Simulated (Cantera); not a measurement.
Feed: 1 mol Si, 1 mol HBr, a varied amount of H2, equilibrated at 998 K and 0.0133 bar.

These are equilibrium values from Cantera (NASA tables, ideal gas, pure condensed phases), not measurements of a reactor. Candidate condensed phases: Br2, Si; 19 gas species. The tables' values for SiBr3 are old estimates; treat these amounts as uncertain. Rates play no part.

x: gas mole fraction; n: condensed amount in mol.

```
n(H2) (mol)   x H2   x HBr     x SiBr4     x SiBr2    x SiHBr3  n Si(s)
-----------  -----  ------  ----------  ----------  ----------  -------
4.2          0.912  0.0480      0.0340     0.00272     0.00260    0.799
4.9          0.920  0.0462      0.0287     0.00249     0.00230    0.805
5.8          0.927  0.0442      0.0237     0.00226     0.00199    0.811
6.9          0.935  0.0421      0.0192     0.00204     0.00171    0.819
8.2          0.941  0.0400      0.0154     0.00182     0.00145    0.828
9.6          0.946  0.0380      0.0124     0.00164     0.00124    0.836
11           0.951  0.0363      0.0102     0.00149     0.00108    0.845
13           0.955  0.0342  (withheld)  (withheld)  (withheld)    0.855
16           0.961  0.0315  (withheld)  (withheld)  (withheld)    0.870
19           0.965  0.0293     0.00422    0.000956    0.000558    0.883
22           0.968  0.0274     0.00321    0.000834    0.000455    0.894
26           0.971  0.0252     0.00229    0.000704    0.000354    0.907
```

**Question.** Complete the blanks.

**Answer.** 
- 16, x SiBr4: 0.00570
- 16, x SiBr2: 0.00111
- 16, x SiHBr3: 0.000698
- 13, x SiBr4: 0.00797
- 13, x SiBr2: 0.00131
- 13, x SiHBr3: 0.000894
